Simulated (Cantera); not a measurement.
Mixture: 14.8 % CO, 6.66 % H₂, 16.6 % O₂, 62.0 % N₂, equivalence ratio 0.65, at 500000 Pa, adiabatic and at constant pressure. Ignition delay is the time to a rise of 400 K.

Model: GRI-Mech 3.0 (53 species, 325 reactions), integrated in Cantera. The hydrogen kinetics of GRI-Mech 3.0 are dated; newer H2 mechanisms differ, most at raised pressure.

Q: Predict: delay at 975 K; delay at 1025 K; delay at 1075 K; delay at 1125 K; delay at 1175 K; delay at 1225 K; delay at 1275 K; apparent activation energy between 1175 and 1275 K.

A: 
```
Property                                                 Value
--------------------------------------------------  ----------
delay at 975 K                                         9.41 ms
delay at 1025 K                                        2.14 ms
delay at 1075 K                                       0.426 ms
delay at 1125 K                                        85.5 µs
delay at 1175 K                                        32.5 µs
delay at 1225 K                                        18.9 µs
delay at 1275 K                                        13.2 µs
apparent activation energy between 1175 and 1275 K  110 kJ/mol
```
